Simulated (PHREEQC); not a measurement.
A made-up water analysis in mg/L, 90 °C, pH 3.96, pe 10.3:

| constituent | mg/L |
|---|---|
| Na | 101 |
| K | 0.127 |
| Ca | 33.2 |
| Mg | 11.8 |
| Cl | 98.1 |
| S(6) as SO4 | 368 |
| Al | 34.4 |

Valence states are taken as typed.

Computed with PHREEQC (ion-association model, phreeqc.dat).

Task: The ionic strength comes out as 0.0124 mol/kgw. What activity coefficients do Al(OH)4-, K+, AlOH+2, Ca+2, AlSO4+ get?

Result: Al(OH)4- 0.88, K+ 0.88, AlOH+2 0.61, Ca+2 0.61, AlSO4+ 0.88.

No solid was allowed to form. Examples of supersaturated solids here: Al(OH)3(a), Gibbsite (slow to form). Others may be too. Species that the database lacks are ignored. At this temperature some constants are extrapolated from 25 °C, and those without enthalpy data are left unchanged.
